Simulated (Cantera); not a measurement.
Charge: 1 mol borazine, a varied amount of O₂, 0.11 mol H₂, at 1952 °C and 0.00180 bar.

Equilibrium computed with Cantera from the NASA thermochemical tables; the gas is ideal and each condensed phase is pure. Candidate condensed phases: B, BN, B₂O₃, B₃O₃H₃, H₂O; 39 gas species. The feed counts by its element totals alone. Kinetics and transport are ignored.

**Question.** Which condensed phases are stable at each of these points (n(O₂) (mol)): 0.6, 1.2, 1.8, 2.3, 2.9, 3.5, 4.1?

**Answer.** 
| n(O₂) (mol) | condensed phases | B condensed (%) |
|---|---|---|
| 0.6 | B(s) | 58.8 |
| 1.2 | B(s) | 18.2 |
| 1.8 | gas only | 0.0 |
| 2.3 | gas only | 0.0 |
| 2.9 | gas only | 0.0 |
| 3.5 | gas only | 0.0 |
| 4.1 | gas only | 0.0 |

From 0.6 mol O₂ to 1.2 mol O₂ the condensed part is B(s). From 1.8 mol O₂ to 4.1 mol O₂ nothing is condensed.
